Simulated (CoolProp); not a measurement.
Computed with CoolProp (reference Helmholtz-energy equation of state, Span 1996).

Problem. Give the vapour pressure (MPa), enthalpy of vaporisation (kJ/kg), liquid cp (kJ/(kg K)), vapour Z of saturated carbon dioxide at -23.15 °C.

Solution. 
```
T (°C)  p (MPa)  enthalpy of vaporisation (kJ/kg)  liquid cp (kJ/(kg K))  vapour Z
------  -------  --------------------------------  ---------------------  --------
-23.15     1.79                               289                   2.13     0.810
```
